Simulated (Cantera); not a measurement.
Cantera run:

```python
import numpy as np
import cantera as ct

gas_names = """
    AL ALC ALN AL2 C CN C2 CCN CNC C2N2 C3 C4 C4N2 C5 N N2
""".split()
cond_names = """
    AL(cr) AL(L) ALN(s) C(gr)
""".split()


def load(file, names, dense=False):
    # The tables refer to 1 bar. Condensed volumes are neglected.
    table = {s.name: s for s in ct.Species.list_from_file(file)}
    out = []
    for n in names:
        d = dict(table[n].input_data)
        d["thermo"] = dict(d["thermo"], **{"reference-pressure": 1e5})
        if dense:
            d["equation-of-state"] = {"model": "constant-volume", "density": "1e6 g/cm^3"}
        out.append(ct.Species.from_dict(d))
    return out


gas = ct.Solution(thermo="ideal-gas", species=load("nasa_gas.yaml", gas_names))
cond = {s.name: ct.Solution(thermo="fixed-stoichiometry", species=[s], name=s.name)
        for s in load("nasa_condensed.yaml", cond_names, dense=True)}
atoms = {
    'AlN': {'AL': 1, 'N': 1},
    'C': {'C': 1},
    'N2': {'N': 2},
}
top_T = {'ALN(s)': 2750, 'C(gr)': 4500}  # K; cautious upper limits of use, not melting points


def equilibrate(T, P, feed):
    n = {}
    for name, mol in feed.items():
        for a, k in atoms[name].items():
            n[a] = n.get(a, 0.0) + k * mol
    gas.TPX = T, P, n
    mass = sum(n.values()) * gas.mean_molecular_weight
    gas.equilibrate("TP")
    valid = [c for c in cond.values() if c.min_temp <= T <= top_T.get(c.name, c.max_temp)]
    mix = ct.Mixture([(gas, mass / gas.mean_molecular_weight)] + [(c, 0.0) for c in valid])
    mix.T, mix.P = T, P
    mix.equilibrate("TP", solver="vcs", rtol=1e-11, max_steps=5000)
    return mix


results = []
feed = {'AlN': 1, 'C': 0.038, 'N2': 0.13}  # mol
P = 67  # Pa
for T in [1775, 1875, 1975, 2075, 2175, 2275, 2375, 2475]:
    mix = equilibrate(T, P, feed)
    results.append((T, P, feed, dict(zip(mix.species_names, mix.species_moles))))

top = {s: max(r[3][s] / sum(r[3][g] for g in gas_names) for r in results) for s in gas_names}
cols = sorted((s for s in top if top[s] > 0.0001), key=lambda s: -top[s])[:7]
seen = [c for c in cond_names if any(r[3].get(c, 0) > 1e-12 for r in results)]
print("log10 of partial pressures in bar; condensed amounts in mol")
print(f"{'T/K':>10s}" + "".join(f"{s[:9]:>10s}" for s in cols + seen))
for T, P, feed, n in results:
    ng = sum(n[g] for g in gas_names)
    print(f"{T:10.4g}" + "".join(f"{np.log10(max(n[s] / ng * P / 1e5, 1e-99)):10.3f}" for s in cols)
          + "".join(f"{n.get(c, 0):10.4g}" for c in seen))
```

Result:

```
log10 of partial pressures in bar; condensed amounts in mol
       T/K        N2        AL        CN        C3         C    ALN(s)     C(gr)
      1775    -3.178    -5.192    -9.277   -13.278   -12.890    0.9987     0.038
      1875    -3.219    -4.178    -8.614   -11.986   -11.765    0.9849     0.038
      1975    -3.587    -3.386    -8.185   -10.828   -10.753         0   0.03798
      2075    -3.587    -3.386    -7.632    -9.785    -9.840         0   0.03794
      2175    -3.587    -3.386    -7.130    -8.839    -9.011         0   0.03779
      2275    -3.587    -3.386    -6.673    -7.980    -8.256         0   0.03736
      2375    -3.587    -3.386    -6.256    -7.194    -7.565         0   0.03604
      2475    -3.589    -3.387    -5.872    -6.474    -6.930         0   0.03173
```

These are equilibrium values from Cantera (NASA tables, ideal gas, pure condensed phases), not measurements of a reactor.
